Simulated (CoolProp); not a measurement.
Saturated liquid density (kg/m³) of sulfur hexafluoride: the reference equation beside estimates from Tc = 318.7 K, pc = 3.755 MPa, ω = 0.210. Rackett uses Z = 0.29056 − 0.08775 ω.

Values from CoolProp's reference Helmholtz-energy equation of state, Guder 2009.

```
T (K)  reference  Rackett  van der Waals  Redlich-Kwong  Peng-Robinson
-----  ---------  -------  -------------  -------------  -------------
237         1777     1837           1134            [?]           1913
240.8       1756     1816           1121           1605           1886
244.7       1735     1793           1106           1579           1858
248.5        [?]     1770           1092           1553           1830
252.4       1691     1746           1077           1526           1799
256.2       1669     1722           1062           1498           1768
260.1       1645     1696            [?]           1469           1735
263.9       1621     1671           1029           1440           1702
267.8       1595     1644           1012            [?]           1665
271.6       1569     1616          994.1           1377           1628
275.5       1541     1587          975.2           1343           1588
279.3       1512     1557          955.9           1308           1547
283.2       1481     1524          935.2           1271           1502
287         1449     1491            [?]           1232           1455
290.9       1414     1454          890.4           1191           1404
```

Complete the blanks.


- 237, Redlich-Kwong: 1629
- 248.5, reference: 1714
- 260.1, van der Waals: 1045
- 267.8, Redlich-Kwong: 1408
- 287, van der Waals: 913.8

Absolute difference from the reference over all 15 rows, mean and median: Rackett 3.1 and 3.1 %, van der Waals 36.5 and 36.5 %, Redlich-Kwong 11.5 and 11.2 %, Peng-Robinson 4.5 and 5.0 %.
